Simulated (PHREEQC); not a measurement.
1 kg of water holding 0.022 mol MgCl2 meets 20 L of dry gas (CO2 1 by moles) at fixed total pressure, at 1 atm; fugacities by Peng-Robinson. The gases take part in no redox reaction, some water evaporates into the gas, and hydrates or a liquid gas phase aren't modelled. No solid was allowed to form.

Computed with PHREEQC (ion-association model, phreeqc.dat).

| T (°C) | dissolved CO2 (all carbonate carbon) (mol/kgw) | φ of CO2 | pH |
|---|---|---|---|
| 10 | 0.0522 | 0.994 | 3.84 |
| 20 | 0.0377 | 0.994 | 3.87 |
| 30 | 0.0282 | 0.995 | (withheld) |
| 40 | 0.0217 | 0.995 | (withheld) |
| 50 | 0.0169 | 0.996 | (withheld) |
| 60 | 0.0131 | 0.996 | 4.05 |
| 70 | 0.00979 | 0.997 | 4.12 |
| 80 | 0.00669 | 0.998 | 4.21 |

Question: Complete the blanks.

Answer: 
- 30, pH: 3.90
- 40, pH: 3.95
- 50, pH: 3.99

Constants without temperature data keep their 25 °C values here.
